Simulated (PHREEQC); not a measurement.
0.37 g of hydrous ferric oxide (600 m²/g; 0.2 weak and 0.005 strong sites per Fe, Dzombak-Morel constants, diffuse double layer) in 1 kg of water with 0.3 mol/kgw of an inert sodium salt and 5e-05 mol/kgw Na2SO4, 7.5e-05 mol/kgw MgCl2 and 2.5e-05 mol/kgw NaF, at 25 °C; the pH is set by adding NaOH or the inert anion's acid. Oxygen alone is held at its pressure in air (log pO2 = -0.68). CO2 from the air is kept out. No solid was allowed to form.

Model: ion-association model, wateq4f.dat, run in PHREEQC.

```tsv
pH	S sorbed (%)	Mg sorbed (%)	F sorbed (%)	surface charge σ (C/m²)	surface potential ψ (mV)
3	82.8	0.0	41.6	0.328	120
3.5	82.4	0.0	50.5	0.323	119
4	___	0.0	53.2	0.311	117
4.5	76.5	0.0	51.5	0.286	113
5	66.6	0.0	46.1	0.246	105
5.5	48.7	0.0	37.7	0.196	94
6	26.6	0.0	27.6	0.147	80
6.5	10.0	0.1	17.6	0.103	___
7	2.7	0.8	9.7	0.066	46
7.5	0.6	5.3	4.7	0.034	___
8	0.1	27.5	2.1	0.008	7
8.5	0.0	69.5	1.0	-0.014	-11
9	0.0	93.2	0.4	-0.040	-30
9.5	0.0	98.8	0.2	___	-50
10	0.0	99.8	0.1	-0.113	-68
10.5	0.0	100.0	0.0	-0.160	-84
11	0.0	100.0	0.0	-0.211	-98
```

**Question.** Complete the blanks.

**Answer.** 
- 4, S sorbed (%): 80.8
- 6.5, surface potential ψ (mV): 64
- 7.5, surface potential ψ (mV): 26
- 9.5, surface charge σ (C/m²): -0.073

The oxide is taken as insoluble; below pH 4 it would dissolve.
